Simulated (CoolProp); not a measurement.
Vapour-liquid equilibrium of n-butane (1) + benzene (2) at 0.477 MPa; x and y are mole fractions of (1).

Computed with CoolProp (multi-fluid Helmholtz-energy mixture model, Bücker 2006 and Thol 2012; pair parameters Bell 2016).

```tsv
x	bubble temperature, mixture model (°C)	bubble temperature, Raoult's law (°C)	y, mixture model	y, Raoult's law
0.05	128.4	128.6	0.251	0.269
0.2	99.5	102.7	0.673	0.675
0.35	81.0	85.6	0.834	0.837
0.5	69.5	73.3	0.905	0.914
0.65	61.7	63.9	0.942	0.956
0.8	55.8	56.5	0.968	0.981
0.95	50.3	50.3	0.992	0.996
```

The largest gap from Raoult's law is -4.6 K in bubble temperature, at x = 0.35. No azeotrope shows between x = 0.05 and 0.95.

Pair parameters are fitted to limited data, so mixtures are less certain than the pure fluids.
